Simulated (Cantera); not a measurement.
An adiabatic, constant-pressure homogeneous reactor starts with CH₄ : O₂ : N₂ = 1 : 2.86 : 10.7 (molar parts), at 1575 K and 2630 Torr. Integrator tolerance rtol = 1e-08.

Detailed kinetics in Cantera: GRI-Mech 3.0 (53 species, 325 reactions).

**Question.** What does this change do: constant volume in place of constant pressure?

**Answer.** 
```csv
quantity,before,after
time of steepest temperature rise,0.195 ms,0.185 ms
temperature at 7.00 s,2699 K,2876 K
equilibrium temperature,2699 K,2876 K
x(CH₄) at 7.00 s,<1e-12 (gas-phase equilibrium <1e-12),<1e-12 (gas-phase equilibrium <1e-12)
x(O₂) at 7.00 s,0.0533 (gas-phase equilibrium 0.0533),0.0525 (gas-phase equilibrium 0.0525)
x(CH₂) at 7.00 s,<1e-12 (gas-phase equilibrium <1e-12),<1e-12 (gas-phase equilibrium <1e-12)
x(CO₂) at 7.00 s,0.0551 (gas-phase equilibrium 0.0551),0.0496 (gas-phase equilibrium 0.0496)
x(C₂H₄) at 7.00 s,<1e-12 (gas-phase equilibrium <1e-12),<1e-12 (gas-phase equilibrium <1e-12)
```
